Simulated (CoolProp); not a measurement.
Model: reference Helmholtz-energy equation of state, Thol 2017, in CoolProp.

Question: For octamethyltrisiloxane (MDM), give the phase and the cv (kJ/(kg K)), isothermal compressibility (1/MPa), expansivity (1/kK) at 575 K and 0.183 MPa; 575 K and 2.16 MPa.

Answer: 
- 575 K and 0.183 MPa: gas; cv 2.06, isothermal compressibility 5.71, expansivity 2.04
- 575 K and 2.16 MPa: supercritical; cv 2.15, isothermal compressibility 0.222, expansivity 10.6
